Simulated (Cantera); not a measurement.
A closed system holds: 1 mol Si₃N₄, 0.083 mol N₂O, 3.9 mol N₂, equilibrated at 5.40e-6 bar.

Cantera equilibrium calculation (NASA polynomials, part measured and part estimated; ideal gas, pure solids and liquids). Candidate condensed phases: Si, SiO₂, Si₂N₂O, Si₃N₄; 16 gas species. Kinetics and transport are ignored. All values below are at 1150 °C.

Base state: N₂ 0.986, SiO 0.0137, Si 0.000283 (mole fractions); condensed: Si(s).

**Question.** What changes in the equilibrium state with this change: N₂O from 0.083 to 0.19 mol?

**Answer.** 
```tsv
species	before	after
N₂	0.986	0.969
SiO	0.0137	0.0302
Si	0.000283	0.000283
Si(s), mol	2.92	2.81
```
